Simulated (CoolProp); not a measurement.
Model: reference Helmholtz-energy equation of state, Thol 2017, in CoolProp.

Problem. For decamethyltetrasiloxane (MD2M), give the phase and the density (kg/m³), Joule-Thomson coefficient (K/MPa), expansivity (1/kK) at 274.55 °C and 0.55 MPa; 286.25 °C and 0.55 MPa; 297.95 °C and 0.55 MPa.

Solution. 
- 274.55 °C and 0.55 MPa: liquid; density 546, Joule-Thomson coefficient 0.890, expansivity 3.90
- 286.25 °C and 0.55 MPa: gas; density 49.3, Joule-Thomson coefficient 19.3, expansivity 5.34
- 297.95 °C and 0.55 MPa: gas; density 46.5, Joule-Thomson coefficient 16.4, expansivity 4.53
